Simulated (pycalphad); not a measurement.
## Phase fractions of Cu-8.55Si (at.%)

Source of the numbers: pycalphad with the COST 507 light-alloy database (1999); pressure 1 atm. These are 1990s assessments: newer ones move some temperatures and phases. Phase fractions are per mole of atoms. Kinetics are ignored, which matters at the lower temperatures.

```
T (K)  LIQUID  FCC_A1  CU56SI11_GAMMA  CU19SI6_ETA
-----  ------  ------  --------------  -----------
1300    1.000       -               -            -
1200    0.218   0.782               -            -
800         -   1.000               -            -
700         -   0.897           0.103            -
600         -   0.866               -        0.134
500         -   0.798               -        0.202
```

Database names, with the compositions (at.%) that they take in these runs: CU56SI11_GAMMA: Cu 84 Si 16; CU19SI6_ETA: Cu 76 Si 24. FCC_A1 is fcc.
